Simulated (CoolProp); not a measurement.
Vapour-liquid equilibrium of R113 (1) + n-hexane (2) at 113.65 °C; x and y are mole fractions of (1).

Computed with CoolProp (multi-fluid Helmholtz-energy mixture model, Marx 1992 and Thol 2019; pair parameters Bell 2016).

| x | bubble pressure (kPa) | y at the bubble point | dew pressure at overall composition x (kPa) | liquid density (mol/L) |
|---|---|---|---|---|
| 0.05 | 364.0 | 0.093 | 355.0 | 6.583 |
| 0.15 | 399.1 | 0.247 | 376.5 | 6.621 |
| 0.25 | 430.6 | 0.372 | 399.8 | 6.661 |
| 0.35 | 459.1 | 0.478 | 424.9 | 6.704 |
| 0.45 | 485.1 | 0.570 | 451.5 | 6.751 |
| 0.55 | 508.8 | 0.655 | 479.3 | 6.802 |
| 0.65 | 530.7 | 0.734 | 507.5 | 6.856 |
| 0.75 | 550.9 | 0.810 | 535.0 | 6.916 |
| 0.85 | 569.4 | 0.885 | 560.9 | 6.980 |
| 0.95 | 586.5 | 0.961 | 584.1 | 7.050 |

No azeotrope shows between x = 0.05 and 0.95.

Pair parameters are fitted to limited data, so mixtures are less certain than the pure fluids.
